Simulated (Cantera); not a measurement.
Cantera with NASA thermochemical tables; ideal gases at 1 bar, condensed phases pure. Values are per mole of reaction as written; species without (g) are pure solids or liquids, kept so even where they would boil at 1 bar.

2 S + Ni3S4 → 3 NiS2, with ΔH° = -93.0 kJ and ΔS° = -34.7 J/K at 300 K.

Question: How far is the shortcut ΔG° ≈ ΔH°(300 K) − T·ΔS°(300 K) from the full temperature-dependent value at 398, 448, 498, 548, 598 K?

Answer: 
| T (K) | shortcut (kJ) | full (kJ) | difference (kJ) | difference in log10 K | condensed phases |
|---|---|---|---|---|---|
| 398 | -79.2 | -79.0 | -0.2 | 0.02 | S(l), Ni3S4(s), NiS2(s) |
| 448 | -77.5 | -76.5 | -0.9 | 0.11 | S(l), Ni3S4(s), NiS2(s) |
| 498 | -75.7 | -73.8 | -1.9 | 0.20 | S(l), Ni3S4(s), NiS2(s) |
| 548 | -74.0 | -70.8 | -3.2 | 0.30 | S(l), Ni3S4(s), NiS2(s) |
| 598 | -72.3 | -67.6 | -4.6 | 0.40 | S(l), Ni3S4(s), NiS2(s) |
The shortcut ignores heat capacities and the phase changes listed.
